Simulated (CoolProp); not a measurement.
Properties of CHF3 (R23) along the isotherm 209.5 K (Tc = 299.3 K, pc = 4832 kPa, ω = 0.263).

Values from CoolProp's reference Helmholtz-energy equation of state, Penoncello 2003.

```
p (kPa)   phase  cp (kJ/(kg K))  Joule-Thomson coefficient (K/MPa)  viscosity (µPa s)  Prandtl number
-------  ------  --------------  ---------------------------------  -----------------  --------------
1510     liquid           1.272                            -0.2174                234            2.46
3020     liquid           1.265                            -0.2260                238            2.47
4530     liquid           1.259                            -0.2340                241            2.47
6040     liquid           1.253                            -0.2414                245            2.48
7550     liquid           1.247                            -0.2483                249            2.49
9060     liquid           1.241                            -0.2548                253            2.50
10600    liquid           1.236                            -0.2610                256            2.52
12100    liquid           1.232                            -0.2667                260            2.53
13600    liquid           1.227                            -0.2721                264            2.54
15100    liquid           1.223                            -0.2772                267            2.55
16600    liquid           1.219                            -0.2820                271            2.56
18100    liquid           1.215                            -0.2866                274            2.57
19600    liquid           1.212                            -0.2909                278            2.58
21100    liquid           1.208                            -0.2950                281            2.59
22600    liquid           1.205                            -0.2990                285            2.61
24200    liquid           1.202                            -0.3030                289            2.62
```

Viscosity comes from a separate model (Shan 2000). Thermal conductivity comes from a separate model (Shan 2000).
